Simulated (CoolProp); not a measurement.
The fluid at 293.15 K and 0.127 MPa is compressed adiabatically to 0.365 MPa with isentropic efficiency 0.8. The same conditions are run with several fluids, on thermodynamics alone (safety and materials aside).

Model: reference Helmholtz-energy equation of state of each fluid (ethylene: Smukala 2000; vinyl chloride: Thol 2022; R134a: Tillner-Roth 1994; n-perfluorobutane: Gao 2022; isobutene: Lemmon 2005), in CoolProp.

```
fluid              work (kJ/kg)  final temperature (K)  final density (kg/m³)
-----------------  ------------  ---------------------  ---------------------
ethylene                    126                  370.6                   3.36
vinyl chloride             54.1                  355.7                   8.02
R134a                      32.0                  333.3                   14.2
n-perfluorobutane          12.8                  311.0                   38.1
isobutene                  57.1                  331.8                   8.00
```
